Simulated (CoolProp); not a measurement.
Saturation properties of n-perfluorobutane (Tc = 113.2 °C, pc = 23.22 bar, ω = 0.372).

Computed with CoolProp (reference Helmholtz-energy equation of state, Gao 2022).

```tsv
T (°C)	p (bar)	liquid cp (kJ/(kg K))	vapour Z
-22.15	0.4164	1.079	0.9755
-13.75	0.6161	1.089	0.9670
-5.35	0.8848	1.100	0.9568
3.05	1.237	1.112	0.9446
11.45	1.689	1.124	0.9303
19.85	2.258	1.137	0.9137
28.25	2.962	1.151	0.8946
36.65	3.821	1.168	0.8728
45.05	4.855	1.187	0.8479
53.45	6.085	1.209	0.8197
61.85	7.536	1.237	0.7876
70.25	9.233	1.273	0.7508
78.65	11.20	1.324	0.7080
87.05	13.49	1.403	0.6574
95.45	16.12	1.549	0.5950
```

It boils at -2.0 °C under 1 atm.
